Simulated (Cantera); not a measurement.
Input: 1 mol Si2H6, 0.82 mol Cl2, 84 mol N2, held at 23.0 mbar.

Method: chemical equilibrium by Gibbs-energy minimisation in Cantera with the NASA 1993 tables (ideal gas, pure condensed phases). Candidate condensed phases: NH4Cl, Si, Si3N4; 28 gas species. The feed counts by its element totals alone. N2 is the only nitrogen source here; it is nearly inert below about 1500 K, so the nitride shown seldom forms there in practice. Equilibrium is a limit: real reactors are often held back by kinetics, nucleation or transport. All values below are at 1225 K.

Base state: N2 0.956, H2 0.0252, HCl 0.0189 (mole fractions); condensed: Si3N4(s).

Question: What changes in the equilibrium state with this change: Cl2 from 0.82 to 0.016 mol?

Answer: 
| species | before | after |
|---|---|---|
| N2 | 0.956 | 0.965 |
| H2 | 0.0252 | 0.0348 |
| HCl | 0.0189 | 0.000373 |
| Si3N4(s), mol | 0.666 | 0.667 |
